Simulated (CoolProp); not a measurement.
Vapour-liquid equilibrium of R143a (1) + R1234yf (2) at 2.66 bar; x and y are mole fractions of (1).

Computed with CoolProp (multi-fluid Helmholtz-energy mixture model, Lemmon and Jacobsen 2000 and Lemmon 2022; pair parameters Bell 2016).

```json
[
 {"x": "0.05", "bubble temperature, mixture model (°C)": "-6.5", "bubble temperature, Raoult's law (°C)": "-6.3", "y, mixture model": "0.096", "y, Raoult's law": "0.095"},
 {"x": "0.125", "bubble temperature, mixture model (°C)": "-8.6", "bubble temperature, Raoult's law (°C)": "-8.3", "y, mixture model": "0.222", "y, Raoult's law": "0.223"},
 {"x": "0.2", "bubble temperature, mixture model (°C)": "[?]", "bubble temperature, Raoult's law (°C)": "-10.1", "y, mixture model": "0.331", "y, Raoult's law": "0.336"},
 {"x": "0.275", "bubble temperature, mixture model (°C)": "-12.3", "bubble temperature, Raoult's law (°C)": "-11.8", "y, mixture model": "0.427", "y, Raoult's law": "0.435"},
 {"x": "0.35", "bubble temperature, mixture model (°C)": "-14.0", "bubble temperature, Raoult's law (°C)": "-13.5", "y, mixture model": "0.512", "y, Raoult's law": "0.524"},
 {"x": "0.425", "bubble temperature, mixture model (°C)": "-15.5", "bubble temperature, Raoult's law (°C)": "-15.0", "y, mixture model": "0.588", "y, Raoult's law": "0.603"},
 {"x": "0.5", "bubble temperature, mixture model (°C)": "-16.9", "bubble temperature, Raoult's law (°C)": "-16.5", "y, mixture model": "0.657", "y, Raoult's law": "0.674"},
 {"x": "0.575", "bubble temperature, mixture model (°C)": "[?]", "bubble temperature, Raoult's law (°C)": "-17.8", "y, mixture model": "0.720", "y, Raoult's law": "0.737"},
 {"x": "0.65", "bubble temperature, mixture model (°C)": "-19.5", "bubble temperature, Raoult's law (°C)": "-19.2", "y, mixture model": "0.778", "y, Raoult's law": "0.795"},
 {"x": "0.725", "bubble temperature, mixture model (°C)": "-20.7", "bubble temperature, Raoult's law (°C)": "-20.4", "y, mixture model": "0.831", "y, Raoult's law": "0.847"},
 {"x": "0.8", "bubble temperature, mixture model (°C)": "-21.8", "bubble temperature, Raoult's law (°C)": "-21.6", "y, mixture model": "0.881", "y, Raoult's law": "0.894"},
 {"x": "0.875", "bubble temperature, mixture model (°C)": "-22.9", "bubble temperature, Raoult's law (°C)": "-22.8", "y, mixture model": "[?]", "y, Raoult's law": "0.937"},
 {"x": "0.95", "bubble temperature, mixture model (°C)": "-23.9", "bubble temperature, Raoult's law (°C)": "-23.8", "y, mixture model": "0.972", "y, Raoult's law": "0.976"}
]
```

**Question.** Complete the blanks.

**Answer.** 
- 0.2, bubble temperature, mixture model (°C): -10.6
- 0.575, bubble temperature, mixture model (°C): -18.2
- 0.875, y, mixture model: 0.928

The largest gap from Raoult's law is -0.5 K in bubble temperature, at x = 0.35. No azeotrope shows between x = 0.05 and 0.95.

Pair parameters are fitted to limited data, so mixtures are less certain than the pure fluids.
